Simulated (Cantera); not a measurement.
A closed system holds: 1 mol B, 0.11 mol H2O, 1 mol N2, at 1.00 Torr.

Cantera equilibrium calculation (NASA polynomials, part measured and part estimated; ideal gas, pure solids and liquids). Candidate condensed phases: B, BN, B2O3, B3O3H3, H2O; 39 gas species. Rates play no part. All values below are at 1427 °C.

Base state: N2 0.776, H2 0.141, B2O3 0.0257, HBO 0.0251, B2O2 0.0206, BO 0.00539, HBO2 0.00394, H 0.00152 (mole fractions); condensed: BN(s).

### Question
What changes in the equilibrium state with this change: pressure from 1.00 Torr to 308 Torr?

### Answer
```json
[
 {"species": "N2", "before": "0.776", "after": "0.825"},
 {"species": "H2", "before": "0.141", "after": "0.165"},
 {"species": "HBO2", "before": "0.00394", "after": "0.00512"},
 {"species": "B2O3", "before": "0.0257", "after": "0.00191"},
 {"species": "B2O2", "before": "0.0206", "after": "7.83e-5"},
 {"species": "HBO", "before": "0.0251", "after": "0.00167"},
 {"species": "BO", "before": "0.00539", "after": "1.89e-5"},
 {"species": "H2O", "before": "3.61e-5", "after": "0.000824"},
 {"species": "H", "before": "0.00152", "after": "9.35e-5"},
 {"species": "BN(s), mol", "before": "0.911", "after": "0.928"},
 {"species": "B2O3(l), mol", "before": "0", "after": "0.0326"}
]
```
Mutual solubility and eutectic melting of coexisting phases are not modelled.

### Question
What changes in the equilibrium state with this change: pressure from 1.00 Torr to 0.0900 Torr?

### Answer
```tsv
species	before	after
N2	0.776	0.761
H2	0.141	0.132
B2O2	0.0206	0.0379
B2O3	0.0257	0.00572
BO	0.00539	0.0243
HBO	0.0251	0.0329
B2O	7.67e-7	1.17e-5
H2O	3.61e-5	4.09e-6
BN(s), mol	0.911	0.895
```
